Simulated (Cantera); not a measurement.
An isothermal, constant-pressure homogeneous reactor starts with CH4 : N2 = 1 : 28 (molar parts), at 1675 K and 10.00 Torr.

Detailed kinetics in Cantera: GRI-Mech 3.0 (53 species, 325 reactions). GRI-Mech 3.0 stops at C3 and has no aromatics, soot or wall deposition, so with more carbon than oxygen in the feed, carbon stays in small species such as C2H2 where larger ones or solid carbon would form. Radical loss at walls, strong at low pressure, is not modelled.

Problem. Predict: x(CH4) at 3.00 s; x(CH2) at 3.00 s; x(C2H2) at 3.00 s; x(C2H6) at 3.00 s; x(C2H) at 3.00 s; x(CH3) at 3.00 s.

Solution. 
| Quantity | Result |
|---|---|
| x(CH4) at 3.00 s | 0.00129 (gas-phase equilibrium 1.20e-6) |
| x(CH2) at 3.00 s | 2.04e-7 (gas-phase equilibrium 5.04e-10) |
| x(C2H2) at 3.00 s | 0.0160 (gas-phase equilibrium 0.00265) |
| x(C2H6) at 3.00 s | 6.60e-8 (gas-phase equilibrium <1e-12) |
| x(C2H) at 3.00 s | 2.25e-7 (gas-phase equilibrium 5.95e-8) |
| x(CH3) at 3.00 s | 7.43e-5 (gas-phase equilibrium 1.10e-7) |
